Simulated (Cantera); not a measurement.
Feed: 1 mol CH3F, 0.059 mol F2, 2 mol HCl, equilibrated at 1723.15 K.

These are equilibrium values from Cantera (NASA tables, ideal gas, pure condensed phases), not measurements of a reactor. Candidate condensed phases: C, C6H6, C7H8, C8H18; 118 gas species. Equilibrium is a limit: real reactors are often held back by kinetics, nucleation or transport.

x: gas mole fraction; n: condensed amount in mol.

```csv
P (Pa),x HCl,x HF,x H2,x Cl,x H,x CH4,n C(graphite)
1,0.435,0.266,0.230,0.0406,0.0277,5.33e-10,1.000
3.60,0.461,0.270,0.231,[?],[?],[?],1.000
13,0.476,0.273,0.232,[?],[?],[?],1.000
46,0.483,0.274,0.232,0.00662,0.00410,2.49e-8,1.000
170,0.488,0.275,0.232,0.00348,0.00213,9.19e-8,1.000
600,0.490,0.275,0.232,0.00186,0.00114,3.24e-7,1.000
2200,0.491,0.275,0.232,0.000973,0.000593,1.19e-6,1.000
7700,0.492,0.275,0.232,0.000521,0.000317,4.16e-6,1.000
28000,0.492,0.275,0.232,0.000273,0.000166,1.51e-5,1.000
100000,0.493,0.275,0.232,0.000145,8.79e-5,5.40e-5,1.000
```

Problem. What belongs in the gaps?

Solution. 
- 13, x Cl: 0.0123
- 13, x H: 0.00771
- 13, x CH4: 7.02e-9
- 3.60, x Cl: 0.0226
- 3.60, x H: 0.0146
- 3.60, x CH4: 1.94e-9
